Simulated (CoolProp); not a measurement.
Vapour-liquid equilibrium of R143a (1) + dimethyl ether (2) at 238.2 K; x and y are mole fractions of (1).

Values from CoolProp's multi-fluid Helmholtz-energy mixture model, Lemmon and Jacobsen 2000 and Wu 2011; pair parameters Bell 2016.

**Question.** Give the bubble pressure and the first vapour's composition at x = 0.35, 0.45, 0.95. Is there an azeotrope?

**Answer.** x = 0.35: 1.083 bar, y = 0.600; x = 0.45: 1.193 bar, y = 0.686; x = 0.95: 1.703 bar, y = 0.976. No azeotrope shows between x = 0.05 and 0.95.

Pair parameters are fitted to limited data, so mixtures are less certain than the pure fluids.
